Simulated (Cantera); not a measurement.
A closed system holds: 1 mol Al₂O₃, 0.53 mol N₂, held at 0.278 Torr.

These are equilibrium values from Cantera (NASA tables, ideal gas, pure condensed phases), not measurements of a reactor. Candidate condensed phases: Al, AlN, Al₂O₃; 16 gas species. The numbers say what is thermodynamically allowed, not how fast it happens.

Q: At 1975 °C, list the 7 most abundant gas species with their mole fractions, and the condensed phases.

A: N₂ 0.997, O 0.00115, Al 0.000796, AlO 0.000257, NO 0.000209, Al₂O 5.53e-5, O₂ 3.69e-5. Condensed: Al₂O₃(s).
